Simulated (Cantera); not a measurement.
A closed system holds: 1 mol SiF₄, 0.17 mol NO, 4.8 mol N₂, 0.13 mol N₂O, equilibrated at 723 K and 19.0 Pa.

Method: chemical equilibrium by Gibbs-energy minimisation in Cantera with the NASA 1993 tables (ideal gas, pure condensed phases). Candidate condensed phases: Si, SiO₂, Si₂N₂O, Si₃N₄; 28 gas species. The numbers say what is thermodynamically allowed, not how fast it happens.

Base state: N₂ 0.813, SiF₄ 0.162, O₂ 0.0243 (mole fractions); condensed: gas only.

### Question
What changes in the equilibrium state with this change: temperature from 723 K to 1775 K?

### Answer
| species | before | after |
|---|---|---|
| N₂ | 0.813 | 0.812 |
| SiF₄ | 0.162 | 0.162 |
| O₂ | 0.0243 | 0.0231 |
| NO | 1.60e-7 | 0.00128 |
| O | <1e-9 | 0.00106 |
| F | <1e-9 | 0.000552 |
| SiF₃ | <1e-9 | 0.000463 |
| SiO | <1e-9 | 1.99e-5 |
The tables' values for SiF₃ are old estimates; treat these amounts as uncertain.
